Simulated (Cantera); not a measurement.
What does this Cantera script print?

```python
import numpy as np
import cantera as ct

gas_names = """
    B BH BH2 BH3 BN B2 H H2 N NH NH2 NH3 N2 N2H2 N2H4
""".split()
cond_names = """
    B(b) B(L) BN(s)
""".split()


# ... load() reads the species with a 1 bar reference pressure and builds the phases ...
atoms = {
    'B': {'B': 1},
    'H2': {'H': 2},
    'NH3': {'N': 1, 'H': 3},
}
top_T = {'BN(s)': 3200}  # K; cautious upper limits of use, not melting points


# ... equilibrate(T, P, feed) seeds the gas with the atoms and calls Mixture.equilibrate('TP', solver="vcs", rtol=1e-11, max_steps=5000) ...
results = []
feed = {'B': 1, 'H2': 78, 'NH3': 0.13}  # mol
P = 47  # Pa
for T in [1173, 1323, 1473, 1623, 1773, 1923, 2073, 2223]:
    mix = equilibrate(T, P, feed)
    results.append((T, P, feed, dict(zip(mix.species_names, mix.species_moles))))

top = {s: max(r[3][s] / sum(r[3][g] for g in gas_names) for r in results) for s in gas_names}
cols = sorted((s for s in top if top[s] > 1e-05), key=lambda s: -top[s])[:6]
seen = [c for c in cond_names if any(r[3].get(c, 0) > 1e-12 for r in results)]
print("log10 of partial pressures in bar; condensed amounts in mol")
print(f"{'T/K':>10s}" + "".join(f"{s[:9]:>10s}" for s in cols + seen))
for T, P, feed, n in results:
    ng = sum(n[g] for g in gas_names)
    print(f"{T:10.4g}" + "".join(f"{np.log10(max(n[s] / ng * P / 1e5, 1e-99)):10.3f}" for s in cols)
          + "".join(f"{n.get(c, 0):10.4g}" for c in seen))
```

Output:

```
log10 of partial pressures in bar; condensed amounts in mol
       T/K        H2         H         B       BH2        N2        BH      B(b)     BN(s)
      1173    -3.328    -8.592   -17.135   -10.220   -13.122   -16.200      0.87      0.13
      1323    -3.328    -7.464   -14.313    -9.237   -10.593   -13.989    0.8699      0.13
      1473    -3.328    -6.562   -12.069    -8.457    -8.582   -12.234    0.8703    0.1291
      1623    -3.329    -5.825   -10.243    -7.824    -6.947   -10.808    0.9051   0.09234
      1773    -3.334    -5.213    -8.729    -7.305    -6.411    -9.628    0.9913         0
      1923    -3.347    -4.700    -7.454    -6.877    -6.418    -8.640     0.971         0
      2073    -3.382    -4.271    -6.366    -6.536    -6.435    -7.810    0.8697         0
      2223    -3.461    -3.924    -5.427    -6.292    -6.472    -7.118    0.1674         0
```

Method: chemical equilibrium by Gibbs-energy minimisation in Cantera with the NASA 1993 tables (ideal gas, pure condensed phases). Mutual solubility and eutectic melting of coexisting phases are not modelled. The tables' values for BH2 are old estimates; treat these amounts as uncertain.
